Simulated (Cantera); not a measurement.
Charge: 1 mol SiH2Cl2, 1.9 mol NH3, 1.2 mol N2, equilibrated at 1700 K.

Equilibrium computed with Cantera from the NASA thermochemical tables; the gas is ideal and each condensed phase is pure. Candidate condensed phases: NH4Cl, Si, Si3N4; 28 gas species. The tables' values for SiCl3, SiCl, SiN are old estimates; treat these amounts as uncertain. Rates play no part.

x: gas mole fraction; n: condensed amount in mol.

```tsv
P (Pa)	x H2	x N2	x HCl	x SiCl2	x H	x Si	n Si(l)	n Si3N4(s)
5	0.477	0.300	0.106	0.0841	0.0144	0.0136	0.280	0
21	0.488	0.305	0.108	0.0861	0.00710	0.00323	0.359	0
85	0.492	0.306	0.109	0.0868	0.00354	0.000798	0.378	0
350	0.494	0.307	0.109	0.0867	0.00175	0.000194	0.384	0
1400	0.505	0.274	0.141	0.0769	0.000885	2.66e-5	0	0.158
5900	0.492	0.264	?	?	?	?	0	?
24000	0.481	0.255	?	?	?	?	0	?
100000	0.475	0.248	0.252	0.0162	0.000102	2.31e-8	0	0.280
```

Some entries are withheld; supply them.


- 24000, x HCl: 0.225
- 24000, x SiCl2: 0.0327
- 24000, x H: 0.000209
- 24000, x Si: 2.45e-7
- 24000, n Si3N4(s): 0.250
- 5900, x HCl: 0.186
- 5900, x SiCl2: 0.0541
- 5900, x H: 0.000426
- 5900, x Si: 2.48e-6
- 5900, n Si3N4(s): 0.207
